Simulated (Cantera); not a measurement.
An isothermal, constant-pressure homogeneous reactor starts with 2.15 % H2, 97.8 % O2, equivalence ratio 0.011, at 1248 K and 2670 Pa.

Model: the H2/O2 subset of GRI-Mech 3.0, which has no nitrogen chemistry, integrated in Cantera. Radical loss at walls, strong at low pressure, is not modelled.

x: mole fraction; the columns are a selection and need not sum to one.

| t (s) | x H2 | x O2 | x H2O | x HO2 | x H2O2 | x OH |
|---|---|---|---|---|---|---|
| 6.00e-6 | 0.0215 | 0.978 | 2.50e-12 | 5.56e-10 | <1e-12 | 8.48e-11 |
| 2.21e-5 | 0.0215 | 0.978 | 9.82e-11 | 2.05e-9 | <1e-12 | 8.53e-10 |
| 8.12e-5 | 0.0215 | 0.978 | ___ | ___ | 1.59e-12 | ___ |
| 0.000299 | 0.0215 | 0.978 | ___ | ___ | 2.12e-11 | ___ |
| 0.00110 | 0.0214 | 0.978 | 0.000112 | 5.18e-7 | 6.35e-10 | 6.58e-5 |
| 0.00404 | 0.000179 | 0.961 | 0.0197 | 2.90e-6 | 7.20e-8 | 0.00183 |
| 0.0149 | 0.000121 | 0.966 | 0.0203 | 2.50e-6 | 6.83e-8 | 0.00152 |
| 0.0546 | 4.46e-5 | 0.974 | 0.0211 | 1.57e-6 | 5.63e-8 | 0.000923 |
| 0.201 | 7.10e-6 | 0.977 | 0.0216 | 5.41e-7 | 2.93e-8 | 0.000371 |
| 0.739 | 7.84e-7 | 0.978 | 0.0217 | 1.08e-7 | 8.58e-9 | 0.000124 |
| 2.72 | 1.01e-7 | 0.978 | 0.0217 | 2.07e-8 | 1.87e-9 | 4.48e-5 |
| 10.0 | 1.77e-8 | 0.978 | 0.0218 | 1.00e-8 | 4.19e-10 | 1.89e-5 |

Problem. What belongs in the gaps?

Solution. 
- 8.12e-5, x H2O: 2.87e-9
- 8.12e-5, x HO2: 7.54e-9
- 8.12e-5, x OH: 6.25e-9
- 0.000299, x H2O: 9.85e-8
- 0.000299, x HO2: 2.81e-8
- 0.000299, x OH: 7.54e-8
